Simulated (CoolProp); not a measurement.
Vapour-liquid equilibrium of toluene (1) + n-dodecane (2) at 74.9 kPa; x and y are mole fractions of (1).

Values from CoolProp's multi-fluid Helmholtz-energy mixture model, Lemmon 2006 and Lemmon 2004; pair parameters Bell 2016.

| x | bubble temperature (K) | y at the bubble point | dew temperature at overall composition x (K) | liquid density (mol/L) |
|---|---|---|---|---|
| 0.05 | [?] | 0.297 | 475.3 | [?] |
| 0.2 | 433.3 | 0.765 | 469.3 | [?] |
| 0.35 | 411.7 | 0.910 | 462.5 | 4.793 |
| 0.5 | [?] | [?] | 454.3 | 5.406 |
| 0.65 | 388.0 | 0.981 | 443.9 | 6.125 |
| 0.8 | 380.9 | 0.992 | 429.3 | 7.004 |
| 0.95 | 375.1 | [?] | [?] | 8.124 |

### Question
Some entries are withheld; supply them.

### Answer

- 0.05, bubble temperature (K): 465.0
- 0.05, liquid density (mol/L): 3.719
- 0.2, liquid density (mol/L): 4.241
- 0.5, bubble temperature (K): 397.6
- 0.5, y at the bubble point: 0.960
- 0.95, y at the bubble point: 0.998
- 0.95, dew temperature at overall composition x (K): 401.1

No azeotrope shows between x = 0.05 and 0.95.

The pair parameters rest on a limited set of measurements; away from them the model extrapolates.
